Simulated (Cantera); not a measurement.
A closed system holds: 1 mol SiC, 0.03 mol N₂O, 460 mol H₂, 0.0015 mol H₂O, equilibrated at 383 Torr.

These are equilibrium values from Cantera (NASA tables, ideal gas, pure condensed phases), not measurements of a reactor. Candidate condensed phases: C, C₆H₆, C₇H₈, C₈H₁₈, H₂O, Si, SiC, SiO₂, Si₂N₂O, Si₃N₄; 151 gas species. Rates play no part. All values below are at 1623 K.

Base state: H₂ 1.000, H 9.68e-5, N₂ 6.48e-5, SiO 4.74e-5, CH₄ 2.81e-5, CO 2.08e-5 (mole fractions); condensed: SiC(s).

**Question.** What changes in the equilibrium state with this change: H₂O from 0.0015 to 4.6 mol?

**Answer.** 
```csv
species,before,after
H₂,1.000,0.994
H₂O,2.16e-7,0.00352
CO,2.08e-5,0.00214
SiO,4.74e-5,2.52e-5
CH₄,2.81e-5,1.75e-7
N₂,6.48e-5,6.43e-5
H,9.68e-5,9.65e-5
"SiC(s), mol",0.977,0
"SiO₂(β-quartz), mol",0,0.988
```
The tables hold silica as quartz up to 1696 K and as liquid above; real silica turns to tridymite and cristobalite and melts near 1996 K.
